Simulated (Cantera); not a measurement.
Premixed flame

A freely propagating, adiabatic, planar premixed flame of CH4 : O2 : N2 : H2 = 1 : 2.35 : 8.85 : 0.051 (molar parts), equivalence ratio 0.86, unburnt at 300 K and 760 Torr; mixture-averaged transport, grid criteria slope 0.08 and curve 0.16, no radiation.

Cantera simulation using GRI-Mech 3.0 (53 species, 325 reactions); the numbers are that mechanism's predictions, not measurements. Burning velocities carry a grid error of a few per cent, more on coarse grids.

```tsv
z (mm)	T (K)	u (m/s)	x CH4	x O2	x C2H4	x N2O	x OH	x C2H6
-1.43	300	0.328	0.0816	0.192	<1e-8	<1e-8	<1e-8	<1e-8
-0.954	301	0.330	0.0815	0.192	4.90e-8	<1e-8	<1e-8	9.37e-8
-0.716	308	0.337	0.0810	0.191	4.41e-7	<1e-8	<1e-8	9.41e-7
-0.477	370	0.406	0.0775	0.187	7.92e-6	<1e-8	1.23e-7	2.04e-5
-0.239	804	0.893	0.0539	0.153	0.000118	1.65e-8	1.80e-5	0.000379
-0.119	1225	1.37	0.0293	0.114	0.000247	4.33e-8	0.000187	0.000585
0	1608	1.80	0.00631	0.0695	0.000143	9.07e-8	0.00185	6.42e-5
0.119	1758	1.96	0.000328	0.0466	4.43e-6	1.50e-7	0.00509	1.42e-7
0.239	1812	2.02	9.05e-6	0.0396	3.88e-8	1.85e-7	0.00636	<1e-8
0.477	1880	2.08	1.50e-8	0.0352	<1e-8	2.07e-7	0.00665	<1e-8
0.954	1954	2.15	<1e-8	0.0322	<1e-8	2.31e-7	0.00609	<1e-8
1.91	2018	2.22	<1e-8	0.0298	<1e-8	2.59e-7	0.00495	<1e-8
3.82	2061	2.26	<1e-8	0.0282	<1e-8	2.56e-7	0.00370	<1e-8
```
x: mole fraction of selected species; z is measured from the peak of heat release.

```json
{
  "laminar_burning_velocity": "32.8 cm/s",
  "thermal_thickness": "0.477 mm",
  "peak x(C2H4)": "0.000265",
  "peak x(OH)": "0.00667",
  "peak x(C2H6)": "0.000611",
  "grid_points": "144"
}
```
